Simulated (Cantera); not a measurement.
Feed: 1 mol C₂F₆, 0.075 mol CH₄, 0.38 mol H₂, at 1225 °C and 0.0120 bar.

Cantera equilibrium calculation (NASA polynomials, part measured and part estimated; ideal gas, pure solids and liquids). Candidate condensed phases: C, C₆H₆, C₇H₈, C₈H₁₈; 95 gas species. The feed counts by its element totals alone. Gases not in the tables: C₂F₆ and larger saturated fluorocarbons. Equilibrium is a limit: real reactors are often held back by kinetics, nucleation or transport.

Task: What is the equilibrium state?

Result: 
```json
{
 "x(CF₄)": "0.538",
 "x(HF)": "0.462",
 "x(CF₂)": "0.000278",
 "x(CF₃)": "5.82e-5",
 "x(F)": "4.52e-5",
 "x(CHF₃)": "1.63e-6",
 "n(C(graphite))": "0.840 mol",
 "gas_amount": "2.295 mol"
}
```
